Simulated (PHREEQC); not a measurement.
Solution (20 °C): 38 mmol/kgw ZnCl2 and 0.031 mmol/kgw NaOH. Closed to the air; pH follows from the charge balance.

Equilibrium calculation in PHREEQC: ion-association model, wateq4f.dat.

### Question
The ionic strength comes out as 0.109 mol/kgw. What activity coefficients do Zn+2, Cl-, ZnOH+, ZnCl3-, ZnCl+ get?

### Answer
Zn+2 0.39, Cl- 0.76, ZnOH+ 0.78, ZnCl3- 0.76, ZnCl+ 0.76.

This is a speciation only: nothing precipitates in the calculation. Complexes and solids missing from the database can't appear.
